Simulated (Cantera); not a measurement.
An isothermal, constant-pressure homogeneous reactor starts with N2O : H2O = 1 : 0.0086 (molar parts), at 1575 K and 20.0 Torr.

Detailed kinetics in Cantera: GRI-Mech 3.0 (53 species, 325 reactions). GRI-Mech 3.0 was tuned for natural gas; its chemistry of N2O as a main component is partial and can be far from experiment. Radical loss at walls, strong at low pressure, is not modelled. The temperature is held fixed by assumption; the heat of reaction is taken as removed at once.

One state of this run: x N2O = 0.838; x H2O = 0.00799; x H2O2 = 1.09e-8; x NO = 0.0272; x OH = 0.000185; x O = 0.000137. x: mole fraction; the columns are a selection and need not sum to one.

### Question
Which value of t (s) does it belong to?
A) 0.176
B) 0.314
C) 0.0552
D) 0.0309

### Answer
D, 0.0309
